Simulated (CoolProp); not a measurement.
c-C4F8 (RC318) at several states: fugacity coefficient from the reference equation and from simpler models built on Tc = 388.4 K, pc = 2.778 MPa, ω = 0.355; each cubic takes its own stable root.

The numbers come from the reference Helmholtz-energy equation of state, Platzer 1990 in CoolProp. This equation is an older, rougher fit; its heat capacities, sound speeds and derivatives of the liquid may be far off and weren't checked against measurements.

```csv
T (K),p (MPa),phase,reference,van der Waals,Redlich-Kwong,Soave-Redlich-Kwong,Peng-Robinson
381.4,1.67,gas,0.7914,0.8142,0.7902,0.7876,0.7700
328.7,8.59,liquid,…,…,0.1468,0.1144,…
460.7,0.358,gas,0.9772,0.9750,0.9737,0.9772,0.9733
362,0.0163,gas,0.9975,0.9979,0.9976,0.9975,0.9972
```

### Question
What belongs in the gaps?

### Answer

- 328.7, reference: 0.1106
- 328.7, van der Waals: 0.2211
- 328.7, Peng-Robinson: 0.1064
